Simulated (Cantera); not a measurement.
Adiabatic ignition

An adiabatic, constant-volume homogeneous reactor starts with 41.1 % CO, 1.81 % H2, 11.9 % O2, 44.8 % N2, 0.390 % H2O, at 1750 K and 31000 Pa.

Computed with Cantera and GRI-Mech 3.0 (53 species, 325 reactions).

| t (s) | T (K) | P (bar) | x CO | x H2 | x O2 | x NO | x O | x NO2 | x H |
|---|---|---|---|---|---|---|---|---|---|
| 4.00e-6 | 1750 | 0.310 | 0.411 | 0.0181 | 0.119 | <1e-12 | 1.10e-6 | <1e-12 | 5.57e-7 |
| 1.02e-5 | 1750 | 0.310 | 0.411 | 0.0181 | 0.119 | 1.15e-12 | 4.35e-6 | <1e-12 | 3.61e-6 |
| 2.60e-5 | 1750 | 0.310 | 0.411 | 0.0180 | 0.119 | 3.21e-11 | 8.42e-5 | <1e-12 | 8.14e-5 |
| 6.62e-5 | 1790 | 0.317 | 0.382 | 0.00256 | 0.0876 | 2.04e-7 | 0.0228 | 2.24e-11 | 0.0124 |
| 0.000169 | 1974 | 0.347 | 0.311 | 0.00177 | 0.0384 | 1.60e-5 | 0.0574 | 1.54e-9 | 0.0307 |
| 0.000430 | 2215 | 0.384 | 0.307 | 0.00240 | 0.0383 | 0.000108 | 0.0466 | 9.62e-9 | 0.0241 |
| 0.00110 | 2608 | 0.441 | 0.297 | 0.00287 | 0.0356 | 0.00118 | 0.0299 | 1.32e-7 | 0.0140 |
| 0.00279 | 2875 | 0.478 | 0.285 | 0.00291 | 0.0286 | 0.00821 | 0.0187 | 1.30e-6 | 0.00873 |
| 0.00711 | 2880 | 0.478 | 0.285 | 0.00294 | 0.0273 | 0.0114 | 0.0177 | 1.79e-6 | 0.00851 |
| 0.0181 | 2880 | 0.478 | 0.285 | 0.00294 | 0.0272 | 0.0115 | 0.0177 | 1.80e-6 | 0.00851 |
| 0.0462 | 2880 | 0.478 | 0.285 | 0.00294 | 0.0272 | 0.0115 | 0.0177 | 1.80e-6 | 0.00851 |
| 0.118 | 2880 | 0.478 | 0.285 | 0.00294 | 0.0272 | 0.0115 | 0.0177 | 1.80e-6 | 0.00851 |
| 0.300 | 2880 | 0.478 | 0.285 | 0.00294 | 0.0272 | 0.0115 | 0.0177 | 1.80e-6 | 0.00851 |
x: mole fraction; the columns are a selection and need not sum to one.

| Item | Value |
|---|---|
| time of steepest temperature rise | 80.7 µs |
| temperature at 0.300 s | 2880 K |
| equilibrium temperature | 2880 K |
| x(CO) at 0.300 s | 0.285 (gas-phase equilibrium 0.285) |
| x(H2) at 0.300 s | 0.00294 (gas-phase equilibrium 0.00294) |
| x(O2) at 0.300 s | 0.0272 (gas-phase equilibrium 0.0272) |
